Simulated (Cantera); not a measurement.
A Cantera script and its output.

```python
import numpy as np
import cantera as ct

gas = ct.Solution("h2o2.yaml")
gas.TPX = 300, 34000, {'H2': 1, 'O2': 0.694, 'N2': 2.61}
inlet = ct.Reservoir(gas, clone=True)
gas.equilibrate("HP")  # start burning
reactor = ct.IdealGasConstPressureReactor(gas, energy="on", clone=False)
exhaust = ct.Reservoir(gas, clone=True)
tau = [0.43, 0.16, 0.061, 0.023, 0.0088, 0.0033, 0.0013, 0.00048, 0.00018, 6.9e-05, 2.6e-05][0]
for a, b in ((inlet, reactor), (reactor, exhaust)):
    ct.MassFlowController(a, b, mdot=lambda t: reactor.mass / tau)
net = ct.ReactorNet([reactor])
show = ['H2', 'O2', 'H', 'OH', 'HO2', 'H2O']

rows = []
print(f"{'tau/s':>10s}{'T/K':>9s}" + "".join(f"{s:>11s}" for s in show))
for tau in [0.43, 0.16, 0.061, 0.023, 0.0088, 0.0033, 0.0013, 0.00048, 0.00018, 6.9e-05, 2.6e-05]:
    net.initial_time = 0.0
    net.advance(30 * tau)
    before = gas.X
    net.advance(40 * tau)
    drift = np.max(np.abs(gas.X - before) / (gas.X + 1e-9))
    rows.append([gas.T, *gas[show].X, drift])
    print(f"{tau:10.3e}{gas.T:9.1f}" + "".join(f"{x:11.3e}" for x in gas[show].X))
```

Output:

```
     tau/s      T/K         H2         O2          H         OH        HO2        H2O
 4.300e-01   2041.7  1.166e-03  5.015e-02  1.858e-04  4.462e-03  1.501e-06  2.588e-01
 1.600e-01   2032.4  1.686e-03  5.009e-02  3.241e-04  5.287e-03  1.645e-06  2.577e-01
 6.100e-02   2013.7  2.782e-03  5.007e-02  6.991e-04  6.634e-03  2.053e-06  2.553e-01
 2.300e-02   1978.6  4.846e-03  5.029e-02  1.675e-03  8.424e-03  2.978e-06  2.512e-01
 8.800e-03   1920.1  8.113e-03  5.101e-02  3.903e-03  1.022e-02  4.626e-06  2.447e-01
 3.300e-03   1827.3  1.265e-02  5.258e-02  8.557e-03  1.145e-02  7.185e-06  2.353e-01
 1.300e-03   1704.9  1.752e-02  5.509e-02  1.621e-02  1.140e-02  1.042e-05  2.241e-01
 4.800e-04   1541.5  2.292e-02  5.924e-02  2.814e-02  9.756e-03  1.498e-05  2.103e-01
 1.800e-04   1352.4  3.252e-02  6.710e-02  4.108e-02  6.923e-03  2.232e-05  1.920e-01
 6.900e-05    300.0  2.323e-01  1.612e-01  2.109e-24  5.569e-23  2.353e-18  4.536e-16
 2.600e-05    300.0  2.323e-01  1.612e-01  1.291e-27  3.411e-26  1.443e-21  2.781e-19
```

Computed with Cantera and the H2/O2 subset of GRI-Mech 3.0, which has no nitrogen chemistry.
